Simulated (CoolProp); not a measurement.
Saturation properties of carbonyl sulfide (Tc = 105.6 °C, pc = 6.369 MPa, ω = 0.098).

Model: reference Helmholtz-energy equation of state, Lemmon 2006, in CoolProp. It is a short technical equation, of lower accuracy than the large ones.

```tsv
T (°C)	p (MPa)	liquid density (kg/m³)	vapour density (kg/m³)	enthalpy of vaporisation (kJ/kg)	surface tension (mN/m)
-75.05	0.02711	1226	0.9999	325.0	25.6
-56.25	0.07574	1187	2.583	313.0	21.9
-37.45	0.1763	1147	5.640	300.1	18.4
-18.65	0.3576	1104	10.90	286.0	15.1
0.15	0.6532	1058	19.27	270.1	12.0
18.95	1.099	1008	31.94	251.7	9.10
37.75	1.735	951.4	50.68	229.8	6.45
56.55	2.602	886.2	78.54	203.0	4.09
75.35	3.747	805.7	122.1	167.9	2.07
94.15	5.235	689.4	203.5	114.5	0.529
```

It boils at -50.2 °C under 1 atm.

Surface tension comes from a separate correlation (Mulero 2012).
